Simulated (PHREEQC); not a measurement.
Make-up at 45 °C: 0.011 mol H2SO4 and 0.27 mol LiCl per kg of water. Closed to the air; pH follows from the charge balance.

The numbers come from PHREEQC with the ion-association model, phreeqc.dat.

```tsv
quantity	before	after
pH	1.85	0.77
ionic strength (mol/kgw)	0.292	0.494
SO4-2 (mol/kgw)	0.00544	0.00132
HSO4- (mol/kgw)	0.00396	0.00937
```

**Question.** What was changed between the two runs?
(A) LiCl replaced by NaCl at the same molality
(B) 0.21 mol/kgw HCl added
(C) diluted 2-fold with water
(D) LiCl from 0.27 to 0.54 mol/kgw
(E) H2SO4 from 0.011 to 0.11 mol/kgw

**Answer.** B, 0.21 mol/kgw HCl added

No solid was allowed to form. Away from 25 °C the constants follow the database's enthalpies or fits; those with neither stay at their 25 °C values.
